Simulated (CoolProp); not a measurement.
Saturation properties of R1336mzz(E).

Values from CoolProp's reference Helmholtz-energy equation of state, Akasaka 2023.

```csv
T (K),p (MPa),liquid density (kg/m³),vapour density (kg/m³),enthalpy of vaporisation (kJ/kg)
246.7,0.01972,1466,1.600,170.3
251.6,0.02578,1454,2.059,168.0
256.5,0.03328,1441,2.617,165.6
261.4,0.04245,1429,3.289,163.2
266.3,0.05355,1416,4.093,160.9
271.2,0.06685,1403,5.046,158.4
276.1,0.08264,1389,6.166,156.0
281,0.1012,1376,7.475,153.5
285.9,0.1230,1362,8.995,151.0
```

It boils at 281.0 K under 1 atm.
